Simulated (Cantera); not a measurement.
Input: 1 mol C6H6, 0.58 mol H2, 3.6 mol N2, 0.055 mol NH3, at 675 K and 3.10 bar.

Cantera equilibrium calculation (NASA polynomials, part measured and part estimated; ideal gas, pure solids and liquids). Candidate condensed phases: C, C6H6, C7H8, C8H18; 92 gas species. Rates play no part.

Base state: N2 0.638, CH4 0.282, H2 0.0790, NH3 0.000719 (mole fractions); condensed: C(graphite).

Question: What changes in the equilibrium state with this change: temperature from 675 K to 1498.15 K?

Answer: 
| species | before | after |
|---|---|---|
| H2 | 0.0790 | 0.499 |
| N2 | 0.638 | 0.498 |
| CH4 | 0.282 | 0.00200 |
| HCN | <1e-9 | 0.000520 |
| NH3 | 0.000719 | 4.81e-5 |
| C(graphite), mol | 4.40 | 5.98 |

Question: What changes in the equilibrium state with this change: pressure from 3.10 bar to 0.133 bar?

Answer: 
```
species             before     after
----------------  --------  --------
N2                   0.638     0.572
H2                  0.0790     0.278
CH4                  0.282     0.150
NH3               0.000719  0.000193
C(graphite), mol      4.40      5.05
```
